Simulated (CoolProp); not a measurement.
The numbers come from the reference Helmholtz-energy equation of state, Rui 2013 in CoolProp.

For R236EA, give the phase and the cp (kJ/(kg K)), expansivity (1/kK), viscosity (µPa s) at 42.35 °C and 280 kPa; 106.65 °C and 280 kPa.


- 42.35 °C and 280 kPa: gas; cp 0.925, expansivity 4.29, viscosity 11.5
- 106.65 °C and 280 kPa: gas; cp 0.990, expansivity 3.04, viscosity 14.0

Viscosity comes from a separate model (Huber 2003), an estimate that may be off by 10 % or more.
